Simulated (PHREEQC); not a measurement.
Hard or scaling water: speciation

Dissolve 0.08 mol MgCl2, 0.079 mol Na2SO4 and 0.24 mol KCl per kg of water at 15 °C. Closed to the air; pH follows from the charge balance.

Model: Pitzer model, pitzer.dat, run in PHREEQC.

The ionic strength comes out as 0.717 mol/kgw and the activity of water is 0.985. The density is 1.026 g/cm³ and the osmotic coefficient comes out as 0.849.

```tsv
species	molality	activity	log γ
Cl-	0.400	0.249	-0.206
K+	0.240	0.152	-0.199
Na+	0.158	0.106	-0.173
Mg+2	0.0800	0.0168	-0.678
SO4-2	0.0790	0.00736	-1.031
H+	1.33e-7	9.66e-8	-0.137
MgOH+	1.31e-7	1.08e-7	-0.084
OH-	8.48e-8	4.63e-8	-0.263
HSO4-	8.30e-8	5.15e-8	-0.207
```

This is a speciation only: nothing precipitates in the calculation.
